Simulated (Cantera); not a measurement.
A closed system holds: 1 mol SiC, 0.2 mol O₂, 1 mol H₂, equilibrated at 1.00 bar.

Method: chemical equilibrium by Gibbs-energy minimisation in Cantera with the NASA 1993 tables (ideal gas, pure condensed phases). Candidate condensed phases: C, C₆H₆, C₇H₈, C₈H₁₈, H₂O, Si, SiC, SiO₂; 123 gas species. Mutual solubility and eutectic melting of coexisting phases are not modelled. The tables hold silica as quartz up to 1696 K and as liquid above; real silica turns to tridymite and cristobalite and melts near 1996 K. Gases not in the tables: Si₂H₆ and higher silanes. Equilibrium is a limit: real reactors are often held back by kinetics, nucleation or transport.

log p: log10 of the partial pressure in bar; n: condensed amount in mol.

```json
[
 {"T (K)": "975", "log p H₂": "-0.05", "log p CO": "-7.31", "log p SiO": "-11.50", "log p CH₄": "-0.99", "log p H": "-8.96", "log p Si": "<-12", "n C(graphite)": "0.108", "n SiC(s)": "0.800", "n SiO₂(β-quartz)": "0.200", "n SiO₂(condensed)": "0"},
 {"T (K)": "1075", "log p H₂": "-0.02", "log p CO": "-5.80", "log p SiO": "-9.59", "log p CH₄": "-1.38", "log p H": "-7.84", "log p Si": "<-12", "n C(graphite)": "0.160", "n SiC(s)": "0.800", "n SiO₂(β-quartz)": "0.200", "n SiO₂(condensed)": "0"},
 {"T (K)": "1175", "log p H₂": "-0.01", "log p CO": "-4.54", "log p SiO": "-8.01", "log p CH₄": "-1.73", "log p H": "-6.92", "log p Si": "<-12", "n C(graphite)": "0.182", "n SiC(s)": "0.800", "n SiO₂(β-quartz)": "0.200", "n SiO₂(condensed)": "0"},
 {"T (K)": "1275", "log p H₂": "0.00", "log p CO": "-3.49", "log p SiO": "-6.68", "log p CH₄": "-2.04", "log p H": "-6.13", "log p Si": "<-12", "n C(graphite)": "0.190", "n SiC(s)": "0.800", "n SiO₂(β-quartz)": "0.200", "n SiO₂(condensed)": "0"},
 {"T (K)": "1375", "log p H₂": "0.00", "log p CO": "-2.59", "log p SiO": "-5.55", "log p CH₄": "-2.31", "log p H": "-5.47", "log p Si": "…", "n C(graphite)": "0.191", "n SiC(s)": "0.801", "n SiO₂(β-quartz)": "0.199", "n SiO₂(condensed)": "0"},
 {"T (K)": "1475", "log p H₂": "-0.01", "log p CO": "-1.82", "log p SiO": "-4.58", "log p CH₄": "-2.55", "log p H": "-4.89", "log p Si": "…", "n C(graphite)": "0.174", "n SiC(s)": "0.808", "n SiO₂(β-quartz)": "0.192", "n SiO₂(condensed)": "0"},
 {"T (K)": "1575", "log p H₂": "-0.03", "log p CO": "-1.15", "log p SiO": "-3.73", "log p CH₄": "-2.81", "log p H": "-4.40", "log p Si": "…", "n C(graphite)": "0.0847", "n SiC(s)": "0.838", "n SiO₂(β-quartz)": "0.162", "n SiO₂(condensed)": "0"},
 {"T (K)": "1675", "log p H₂": "-0.06", "log p CO": "-0.93", "log p SiO": "-2.86", "log p CH₄": "-3.27", "log p H": "-3.96", "log p Si": "…", "n C(graphite)": "0", "n SiC(s)": "0.866", "n SiO₂(β-quartz)": "0.132", "n SiO₂(condensed)": "0"},
 {"T (K)": "1775", "log p H₂": "-0.06", "log p CO": "-0.92", "log p SiO": "-2.04", "log p CH₄": "-3.78", "log p H": "-3.57", "log p Si": "…", "n C(graphite)": "0", "n SiC(s)": "0.863", "n SiO₂(β-quartz)": "0", "n SiO₂(condensed)": "0.126"},
 {"T (K)": "1875", "log p H₂": "-0.08", "log p CO": "-0.90", "log p SiO": "-1.32", "log p CH₄": "-4.26", "log p H": "-3.23", "log p Si": "…", "n C(graphite)": "0", "n SiC(s)": "0.847", "n SiO₂(β-quartz)": "0", "n SiO₂(condensed)": "0.0948"},
 {"T (K)": "1975", "log p H₂": "-0.15", "log p CO": "-0.85", "log p SiO": "-0.85", "log p CH₄": "-4.66", "log p H": "-2.94", "log p Si": "…", "n C(graphite)": "0", "n SiC(s)": "0.800", "n SiO₂(β-quartz)": "0", "n SiO₂(condensed)": "0"},
 {"T (K)": "2075", "log p H₂": "-0.15", "log p CO": "-0.85", "log p SiO": "-0.85", "log p CH₄": "-4.73", "log p H": "-2.65", "log p Si": "…", "n C(graphite)": "0", "n SiC(s)": "0.800", "n SiO₂(β-quartz)": "0", "n SiO₂(condensed)": "0"},
 {"T (K)": "2175", "log p H₂": "-0.15", "log p CO": "-0.85", "log p SiO": "-0.85", "log p CH₄": "-4.79", "log p H": "-2.39", "log p Si": "…", "n C(graphite)": "0", "n SiC(s)": "0.800", "n SiO₂(β-quartz)": "0", "n SiO₂(condensed)": "0"}
]
```

Question: Fill in the missing entries.

Answer: 
- 1375, log p Si: -11.76
- 1475, log p Si: -10.42
- 1575, log p Si: -9.26
- 1675, log p Si: -7.99
- 1775, log p Si: -6.74
- 1875, log p Si: -5.65
- 1975, log p Si: -4.76
- 2075, log p Si: -4.16
- 2175, log p Si: -3.61
